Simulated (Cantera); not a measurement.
Charge: 1 mol B₂H₆, 0.18 mol NH₃, 17 mol H₂, equilibrated at 19.0 Pa.

Method: chemical equilibrium by Gibbs-energy minimisation in Cantera with the NASA 1993 tables (ideal gas, pure condensed phases). Candidate condensed phases: B, BN; 15 gas species. The feed counts by its element totals alone. Mutual solubility and eutectic melting of coexisting phases are not modelled. The tables' values for BH₂ are old estimates; treat these amounts as uncertain. Kinetics and transport are ignored.

x: gas mole fraction; n: condensed amount in mol.

```
T (°C)   x H₂       x H      x N₂    x BH₂       x B  n B(s)  n BN(s)
------  -----  --------  --------  -------  --------  ------  -------
1127    1.000  0.000353   1.64e-6  3.26e-6  4.17e-10    1.82    0.180
1177    0.999       ___       ___  5.78e-6       ___    1.82    0.180
1227    0.999   0.00128   2.87e-5  9.87e-6   1.02e-8    1.82    0.179
1277    0.998   0.00228  0.000104  1.63e-5   4.30e-8    1.82    0.176
1327    0.996   0.00394  0.000350  2.59e-5   1.66e-7    1.83    0.166
1377    0.992       ___       ___  4.01e-5       ___    1.86      ___
1427    0.986    0.0106   0.00317  6.03e-5   1.94e-6    1.95   0.0506
```

### Question
What belongs in the gaps?

### Answer

- 1377, x H: 0.00657
- 1377, x N₂: 0.00109
- 1377, x B: 5.90e-7
- 1377, n BN(s): 0.136
- 1177, x H: 0.000686
- 1177, x N₂: 7.21e-6
- 1177, x B: 2.18e-9
